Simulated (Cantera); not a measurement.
**Fluorocarbon and chlorocarbon gases: CH3F + HCl + H2**

Input: 1 mol CH3F, 0.025 mol HCl, 0.31 mol H2.

Method: chemical equilibrium by Gibbs-energy minimisation in Cantera with the NASA 1993 tables (ideal gas, pure condensed phases). Candidate condensed phases: C, C6H6, C7H8, C8H18; 118 gas species. The numbers say what is thermodynamically allowed, not how fast it happens.

Stable condensed phases:

```
T in °C \ P in Pa
              1    6.8     46    320   2200  15000 100000
   3052       A      A      A      A      A      B      B
   2977       A      A      A      A      A      B      B
   2902       A      A      A      A      A      B      B
   2827       A      A      A      A      B      B      B
   2752       A      A      A      A      B      B      B
   2677       A      A      A      B      B      B      B
   2602       A      A      A      B      B      B      B
   2527       A      A      B      B      B      B      B
   2452       A      A      B      B      B      B      B
   2377       A      B      B      B      B      B      B
   2302       A      B      B      B      B      B      B
```

A: gas only; B: C.
